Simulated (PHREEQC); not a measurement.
Consider water at 25 °C with 0.0037 mol/kgw HCl, 0.019 mol/kgw CuSO4 and 0.02 mol/kgw MnSO4. Closed to the air; pH follows from the charge balance.

Model: ion-association model, phreeqc.dat, run in PHREEQC.

**Question.** The ionic strength comes out as 0.0957 mol/kgw. What activity coefficients do MnCl+, H+, Mn+2, Cu+2, SO4-2 get?

**Answer.** MnCl+ 0.79, H+ 0.83, Mn+2 0.41, Cu+2 0.41, SO4-2 0.38.

No solid was allowed to form. Complexes and solids missing from the database can't appear.
